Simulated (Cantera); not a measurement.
An isothermal, constant-pressure homogeneous reactor starts with N₂O : H₂O = 1 : 0.0042 (molar parts), at 1600 K and 0.701 atm.

Computed with Cantera and GRI-Mech 3.0 (53 species, 325 reactions). GRI-Mech 3.0 was tuned for natural gas; its chemistry of N2O as a main component is partial and can be far from experiment. The temperature is held fixed by assumption; the heat of reaction is taken as removed at once.

One state of this run: x N₂O = 8.97e-6; x NO = 0.162; x O₂ = 0.251; x O = 8.71e-6; x N₂ = 0.584. x: mole fraction; the columns are a selection and need not sum to one.

**Question.** Which value of t (s) does it belong to?
(A) 0.268
(B) 0.000896
(C) 3.00e-6
(D) 0.00599

**Answer.** A, 0.268
